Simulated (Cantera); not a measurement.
What does this Cantera script print?

```python
import numpy as np
import cantera as ct

gas = ct.Solution("gri30.yaml")


def delay(T, t_max=10):
    gas.TPX = T, 160000, {'CO': 1, 'H2': 1, 'CH4': 0.065, 'O2': 0.706, 'N2': 2.66}
    reactor = ct.IdealGasReactor(gas, clone=False)
    net = ct.ReactorNet([reactor])
    net.rtol, net.atol = 1e-8, 1e-16
    while net.time < t_max:
        t_old, T_old = net.time, reactor.T
        net.step()
        if reactor.T > T + 400:  # ignition: a rise of 400 K
            return t_old + (T + 400 - T_old) / (reactor.T - T_old) * (net.time - t_old)
    return np.nan


taus = []
for T in [850, 925, 1000, 1075, 1150, 1225, 1300, 1375, 1450, 1525]:
    taus.append(delay(T))
    print(f"T0 = {T:6g} K   tau = {taus[-1]:.4e} s")
```

It prints:

```
T0 =    850 K   tau = 3.3256e-01 s
T0 =    925 K   tau = 1.6545e-02 s
T0 =   1000 K   tau = 7.6404e-04 s
T0 =   1075 K   tau = 1.4569e-04 s
T0 =   1150 K   tau = 6.5116e-05 s
T0 =   1225 K   tau = 3.8310e-05 s
T0 =   1300 K   tau = 2.5533e-05 s
T0 =   1375 K   tau = 1.8320e-05 s
T0 =   1450 K   tau = 1.3837e-05 s
T0 =   1525 K   tau = 1.0885e-05 s
```

Detailed kinetics in Cantera: GRI-Mech 3.0 (53 species, 325 reactions). Below about 1000 K GRI-Mech 3.0 lacks low-temperature oxidation paths. Below about 950 K walls govern HO2 and H2O2 in real vessels.
